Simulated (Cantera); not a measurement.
Input: 1 mol AlCl3, 0.66 mol N2O, a varied amount of H2, equilibrated at 1025 K and 1330 Pa.

Cantera equilibrium calculation (NASA polynomials, part measured and part estimated; ideal gas, pure solids and liquids). Candidate condensed phases: Al, AlCl3, AlN, Al2O3, H2O, NH4Cl; 45 gas species. Mutual solubility and eutectic melting of coexisting phases are not modelled. Equilibrium is a limit: real reactors are often held back by kinetics, nucleation or transport.

log p: log10 of the partial pressure in bar; n: condensed amount in mol.

```
n(H2) (mol)  log p H2  log p HCl  log p N2  log p AlCl3  log p AlCl2  log p Al2Cl6  n Al2O3(s)  n AlN(s)
-----------  --------  ---------  --------  -----------  -----------  ------------  ----------  --------
8.6             -2.00      -2.77     -3.08        -3.15        -7.34             ?       0.220         0
15              -1.95      -2.98     -3.28        -3.35        -7.31             ?       0.220         0
27              -1.92      -3.12     -3.55        -3.68        -7.48             ?       0.220     0.104
47              -1.90      -3.27     -3.82        -4.02        -7.66             ?       0.220     0.210
83              -1.89      -3.45     -4.10        -4.42        -7.88             ?       0.220     0.316
150             -1.88      -3.65     -4.40        -4.88        -8.14             ?       0.220     0.411
260             -1.88      -3.85     -4.67        -5.37        -8.42             ?       0.220     0.476
450             -1.88      -4.07     -4.93        -5.89        -8.73             ?       0.220     0.517
800             -1.88      -4.31     -5.19        -6.48        -9.08          <-13       0.220     0.540
```

**Question.** Complete the blanks.

**Answer.** 
- 8.6, log p Al2Cl6: -7.44
- 15, log p Al2Cl6: -7.86
- 27, log p Al2Cl6: -8.50
- 47, log p Al2Cl6: -9.19
- 83, log p Al2Cl6: -9.98
- 150, log p Al2Cl6: -10.91
- 260, log p Al2Cl6: -11.88
- 450, log p Al2Cl6: -12.94
